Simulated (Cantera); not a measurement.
Input: 1 mol V2O5, 310 mol H2, 24 mol N2, held at 3.80 mbar.

These are equilibrium values from Cantera (NASA tables, ideal gas, pure condensed phases), not measurements of a reactor. Candidate condensed phases: H2O, V, VN, VO, V2O3, V2O4, V2O5; 28 gas species. VO: taken at fixed stoichiometry. Kinetics and transport are ignored.

At 1900 K, list the 6 most abundant gas species with their mole fractions, and the condensed phases.

H2 0.907, N2 0.0714, H 0.0123, H2O 0.00861, VO2 0.000307, VO 9.97e-5. Condensed: VO(s).
